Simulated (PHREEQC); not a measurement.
Consider water at 20 °C with 0.0016 mol/kgw H3PO4, 5.1e-05 mol/kgw NaOH and 0.093 mol/kgw KCl. Closed to the air; pH follows from the charge balance.

All values are PHREEQC results (ion-association model, phreeqc.dat), not measurements.

```
quantity                  before   after
------------------------  ------  ------
pH                          2.94    9.76
ionic strength (mol/kgw)  0.0944  0.0930
```

Problem. What was changed between the two runs?
(A) KCl left out
(B) NaOH from 5.1e-05 to 2.55e-05 mol/kgw
(C) H3PO4 left out
(D) KCl from 0.093 to 0.186 mol/kgw
(E) temperature from 20 to 40 °C

Solution. C, H3PO4 left out

No solid was allowed to form.
